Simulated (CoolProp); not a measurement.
Vapour-liquid equilibrium of isohexane (1) + ethanol (2) at 386.7 K; x and y are mole fractions of (1).

Model: multi-fluid Helmholtz-energy mixture model, Lemmon 2006 and Schroeder 2014; pair parameters Bell 2016, in CoolProp.

| x | bubble pressure, mixture model (kPa) | bubble pressure, Raoult's law (kPa) | y, mixture model | y, Raoult's law |
|---|---|---|---|---|
| 0.05 | 423.6 | 353.8 | 0.199 | 0.060 |
| 0.125 | 497.7 | 359.4 | 0.350 | 0.148 |
| 0.2 | 541.2 | 365.1 | 0.428 | 0.233 |
| 0.275 | 565.5 | 370.7 | 0.473 | 0.315 |
| 0.35 | 578.7 | 376.3 | 0.502 | 0.395 |
| 0.425 | 585.8 | 382.0 | 0.523 | 0.473 |
| 0.5 | 589.3 | 387.6 | 0.542 | 0.548 |
| 0.575 | 590.0 | 393.2 | 0.561 | 0.622 |
| 0.65 | 587.3 | 398.9 | 0.585 | 0.693 |
| 0.725 | 579.1 | 404.5 | 0.618 | 0.762 |
| 0.8 | 562.1 | 410.1 | 0.666 | 0.829 |
| 0.875 | 530.8 | 415.8 | 0.740 | 0.895 |
| 0.95 | 477.7 | 421.4 | 0.863 | 0.958 |

The largest gap from Raoult's law is +53.8 % in bubble pressure, at x = 0.35. y crosses x between x = 0.5 and 0.575: the model has an azeotrope there.

The pair parameters rest on a limited set of measurements; away from them the model extrapolates. With so large a gap from Raoult's law the liquid may split in two, which this calculation doesn't test in full.
